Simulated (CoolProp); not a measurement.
Vapour-liquid equilibrium of R13 (1) + isobutane (2) at -18.05 °C; x and y are mole fractions of (1).

The numbers come from the multi-fluid Helmholtz-energy mixture model, Platzer 1990 and Bücker 2006; pair parameters Bell 2016 in CoolProp. This equation is an older, rougher fit; its heat capacities, sound speeds and derivatives of the liquid may be far off and weren't checked against measurements.

```csv
x,"bubble pressure, mixture model (bar)","bubble pressure, Raoult's law (bar)","y, mixture model","y, Raoult's law"
0.05,___,1.351,0.535,0.447
0.2,3.902,3.047,___,0.794
0.35,___,4.742,0.882,0.892
0.5,___,6.438,0.916,0.939
0.65,___,8.133,___,0.966
0.8,9.833,9.829,___,0.984
0.95,11.46,11.52,0.990,0.997
```

Complete the blanks.


- 0.05, bubble pressure, mixture model (bar): 1.665
- 0.2, y, mixture model: 0.814
- 0.35, bubble pressure, mixture model (bar): 5.659
- 0.5, bubble pressure, mixture model (bar): 7.112
- 0.65, bubble pressure, mixture model (bar): 8.444
- 0.65, y, mixture model: 0.941
- 0.8, y, mixture model: 0.964

The largest gap from Raoult's law is +28.1 % in bubble pressure, at x = 0.2. No azeotrope shows between x = 0.05 and 0.95.

The pair parameters rest on a limited set of measurements; away from them the model extrapolates. The gap from Raoult's law changes sign with composition, which may be real or a fault of the pair parameters; it wasn't checked against measurements.
